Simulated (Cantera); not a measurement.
A closed system holds: 1 mol Al(CH3)3, 10 mol N2, 47 mol H2, held at 2023.15 K and 1.00 bar.

Method: chemical equilibrium by Gibbs-energy minimisation in Cantera with the NASA 1993 tables (ideal gas, pure condensed phases). Candidate condensed phases: Al, AlN, C, C6H6, C7H8, C8H18; 97 gas species. The feed counts by its element totals alone. Rates play no part.

Base state: H2 0.838, N2 0.153, HCN 0.00577, H 0.00174, C2H2 (acetylene) 0.000750, HNC 0.000342, CH4 0.000281, Al 8.11e-5 (mole fractions); condensed: AlN(s) + C(graphite).

What changes in the equilibrium state with this change: temperature from 2023.15 K to 1323.15 K?


| species | before | after |
|---|---|---|
| H2 | 0.838 | 0.839 |
| N2 | 0.153 | 0.156 |
| CH4 | 0.000281 | 0.00478 |
| HCN | 0.00577 | 9.29e-5 |
| Al | 8.11e-5 | <1e-9 |
| AlH | 1.97e-5 | <1e-9 |
| H | 0.00174 | 1.46e-6 |
| C2H2 (acetylene) | 0.000750 | 6.94e-7 |
| HNC | 0.000342 | 8.18e-7 |
| CH3 | 1.15e-5 | 1.64e-7 |
| AlN(s), mol | 0.994 | 1.00 |
| C(graphite), mol | 2.52 | 2.70 |

What changes in the equilibrium state with this change: pressure from 1.00 bar to 70.0 Pa?


```
species             before    after
----------------  --------  -------
H2                   0.838    0.763
N2                   0.153    0.152
H                  0.00174   0.0628
Al                 8.11e-5   0.0154
CH4               0.000281  1.63e-7
CH3                1.15e-5  2.64e-7
AlN(s), mol          0.994        0
C(graphite), mol      2.52     2.54
```
